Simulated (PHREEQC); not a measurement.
Brine: speciation

Consider water at 25 °C with 3.4 mol/kgw NaCl and 0.0072 mol/kgw Na2B4O7. Closed to the air; pH follows from the charge balance.

All values are PHREEQC results (Pitzer model, pitzer.dat), not measurements.

This is a speciation only: nothing precipitates in the calculation.

Problem. Predict the pH.

Solution. pH 8.48.

Problem. In which forms is B present?

Solution. B(OH)4- 49 %, B(OH)3 48 %, B3O3(OH)4- 2.1 %, B4O5(OH)4-2 1.2 % of the B.

In brines, pH and single-ion activities rest on the MacInnes convention.
